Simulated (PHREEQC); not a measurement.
0.1 mol of Fluorite (CaF2) is brought to equilibrium with 1 kg of water holding 0.03 mol/kgw NaCl, at 5 °C, the pH being set by adding NaOH or HCl. Oxygen is held at 0.21 atm. No CO2 enters from the air. Solids allowed: Fluorite. Others were left out.

All values are PHREEQC results (ion-association model, wateq4f.dat), not measurements.

Problem. Predict CaOH+ (mol/kgw), HF (mol/kgw) at pH = 6.5, 8.5, 9, 10.

Solution. 
```
pH   CaOH+ (mol/kgw)  HF (mol/kgw)
---  ---------------  ------------
6.5         6.82e-11       1.15e-7
8.5          6.82e-9       1.15e-9
9            2.16e-8      3.64e-10
10           2.16e-7      3.64e-11
```

At this temperature some constants are extrapolated from 25 °C, and those without enthalpy data are left unchanged.
